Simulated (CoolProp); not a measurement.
Computed with CoolProp (reference Helmholtz-energy equation of state, Akasaka 2022).

Question: Give the vapour pressure (MPa), liquid density (kg/m³), vapour density (kg/m³), enthalpy of vaporisation (kJ/kg) of saturated R1233zd(E) at 356.3 K.

Answer: 
```tsv
T (K)	p (MPa)	liquid density (kg/m³)	vapour density (kg/m³)	enthalpy of vaporisation (kJ/kg)
356.3	0.711	1110	37.5	156
```
